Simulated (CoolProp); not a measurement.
Vapour-liquid equilibrium of R125 (1) + R1234yf (2) at 241.2 K; x and y are mole fractions of (1).

Model: multi-fluid Helmholtz-energy mixture model, Lemmon 2005 and Lemmon 2022; pair parameters Bell 2023, in CoolProp.

Question: Give the bubble pressure and the first vapour's composition at x = 0.35, 0.65, 0.8. Is there an azeotrope?

Answer: x = 0.35: 0.1325 MPa, y = 0.544; x = 0.65: 0.1682 MPa, y = 0.802; x = 0.8: 0.1861 MPa, y = 0.896. No azeotrope shows between x = 0.05 and 0.95.

The pair parameters rest on a limited set of measurements; away from them the model extrapolates.
